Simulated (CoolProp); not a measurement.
Computed with CoolProp (reference Helmholtz-energy equation of state, Lemmon 2006). It is a short technical equation, of lower accuracy than the large ones.

**Question.** For C2F6 (R116), give the phase and the cp (kJ/(kg K)), Joule-Thomson coefficient (K/MPa), conductivity (mW/(m K)) at 283.5 K and 15.2 kPa.

**Answer.** 
- 283.5 K and 15.2 kPa: gas; cp 0.748, Joule-Thomson coefficient 9.38, conductivity 13.6

Thermal conductivity comes from a separate model (Huber 2003), an estimate that may be off by 10 % or more.
